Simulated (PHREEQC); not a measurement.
Dissolve 2.3 mol HCl and 0.013 mol Al2(SO4)3 per kg of water at 20 °C. Closed to the air; pH follows from the charge balance.

The numbers come from PHREEQC with the ion-association model, wateq4f.dat.

The ionic strength comes out as 2.42 mol/kgw. What activity coefficients do Cl-, AlSO4+, HSO4-, AlHSO4+2, H+ get?

Cl- 0.57, AlSO4+ 0.58, HSO4- 0.58, AlHSO4+2 1.7, H+ 0.72.

No solid was allowed to form. Ionic strength above about 0.7 mol/kgw puts this run outside the model's range.
